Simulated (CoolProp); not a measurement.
A simple Rankine cycle with trans-2-butene: condensing at 289.15 K, boiler at 2.39 MPa, turbine inlet 412.8 K, turbine efficiency 0.8, pump efficiency 0.6, no recuperator. Each further row changes one setting.

Model: reference Helmholtz-energy equation of state, Lemmon 2005, in CoolProp. It is a short technical equation, of lower accuracy than the large ones.

```
case                             thermal efficiency (%)  net work (kJ/kg)  heat in (kJ/kg)  turbine exit temperature (K)  volume ratio over the turbine
-------------------------------  ----------------------  ----------------  ---------------  ----------------------------  -----------------------------
as stated                                          16.5              90.2              547                         328.6                           15.0
turbine inlet 432.8 K                              16.6              99.6              599                         352.4                           14.2
condensing temperature 281.15 K                    17.7               100              565                         321.9                           19.6
boiler pressure 1.67 MPa                           15.0              85.9              574                         346.2                           9.60
turbine efficiency 0.7                             14.3              78.2              547                         335.5                           15.4
```
